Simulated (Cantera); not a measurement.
Source: NASA polynomial tables (part measured, part estimated), evaluated in Cantera. Values are per mole of reaction as written; species without (g) are pure solids or liquids, kept so even where they would boil at 1 bar.

**Question.** Between 1273 and 1623 K, where is each reaction favourable under standard conditions?
- 3 Cu + 2 NF₃(g) → 3 CuF₂ + N₂(g)

**Answer.** 
- 3 Cu + 2 NF₃(g) → 3 CuF₂ + N₂(g): ΔG° is -1170 kJ at 1273 K and -1176 kJ at 1623 K; it stays negative (K > 1). ΔH° is -1147 kJ and ΔS° 18 J/K at 1623 K.
